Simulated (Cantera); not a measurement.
An isothermal, constant-pressure homogeneous reactor starts with NH3 : H2 = 1 : 0.25 (molar parts), at 2025 K and 0.0286 atm.

Model: the gas-phase N/H chemistry of the illustrative SiF4/NH3 mechanism in the Surface Chemkin manual (1991), integrated in Cantera. Walls and surfaces, which speed up NH3 decomposition in real reactors, are not modelled.

One state of this run: x NH3 = 5.77e-6; x H2 = 0.769; x N2 = 0.221; x NH = 9.17e-8; x NH2 = 2.20e-7; x N2H2 = 1.24e-12. x: mole fraction; the columns are a selection and need not sum to one.

Q: Which value of t (s) does it belong to?
A. 12.0
B. 0.000400
C. 0.283
D. 0.00261

A: A, 12.0
